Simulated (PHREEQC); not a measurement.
Model water analysis in mg/L, 60 °C, pH 6.8, pe 9.2: Na 9380; K 11.4; Ca 650; Mg 599; Cl 15800; S(6) as SO4 1930; Alkalinity as HCO3 51.4; O(0) (dissolved oxygen) 7.08.

Cl is adjusted to close the charge balance.
Valence states are taken as typed.

All values are PHREEQC results (ion-association model, phreeqc.dat), not measurements.

Precipitation was switched off in this run.

Problem. Order these C species by the share of C that they hold, largest first: CO2, MgHCO3+, HCO3-, CaHCO3+, NaHCO3.

Solution. HCO3- (70 %), CO2 (13 %), MgHCO3+ (6.3 %), NaHCO3 (5.7 %), CaHCO3+ (4.1 %)

The pH is 6.80 and the ionic strength 0.533 mol/kgw. Complexes and solids missing from the database can't appear. Constants without temperature data keep their 25 °C values here.
